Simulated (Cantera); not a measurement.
**Equilibrium for oxide etching and cleaning by halides: SiO₂ + NF₃ + O₂**

Charge: 1 mol SiO₂, 1.2 mol NF₃, 0.72 mol O₂, held at 98.0 mbar.

Equilibrium computed with Cantera from the NASA thermochemical tables; the gas is ideal and each condensed phase is pure. Candidate condensed phases: Si, SiO₂, Si₂N₂O, Si₃N₄; 28 gas species. The tables' values for SiF₃ are old estimates; treat these amounts as uncertain. The tables hold silica as quartz up to 1696 K and as liquid above; real silica turns to tridymite and cristobalite and melts near 1996 K. Equilibrium is a limit: real reactors are often held back by kinetics, nucleation or transport.

| T (K) | log p O₂ | log p SiF₄ | log p N₂ | log p NO | log p O | n SiO₂(β-quartz) | n SiO₂(condensed) |
|---|---|---|---|---|---|---|---|
| 975 | -1.29 | -1.55 | -1.72 | -5.75 | -10.79 | 0.100 | 0 |
| 1075 | -1.29 | -1.55 | -1.72 | -5.29 | -9.53 | 0.100 | 0 |
| 1175 | -1.29 | -1.55 | -1.72 | -4.91 | -8.48 | 0.100 | 0 |
| 1275 | -1.29 | -1.55 | -1.73 | -4.59 | -7.60 | 0.100 | 0 |
| 1375 | -1.29 | -1.55 | -1.73 | -4.32 | -6.84 | 0.100 | 0 |
| 1475 | -1.29 | -1.55 | -1.73 | -4.09 | -6.19 | 0.100 | 0 |
| 1575 | -1.29 | -1.55 | -1.73 | -3.88 | -5.62 | 0.100 | 0 |
| 1675 | -1.29 | -1.55 | -1.73 | -3.70 | -5.11 | 0.100 | 0 |
| 1775 | -1.29 | -1.55 | -1.73 | -3.54 | -4.67 | 0 | 0.100 |
| 1875 | -1.30 | -1.55 | -1.73 | -3.40 | -4.27 | 0 | 0.100 |
log p: log10 of the partial pressure in bar; n: condensed amount in mol.

From 975 K to 1675 K the condensed part is SiO₂(β-quartz). From 1775 K to 1875 K the condensed part is SiO₂(condensed). The main Si-bearing gas is SiF₄ throughout.
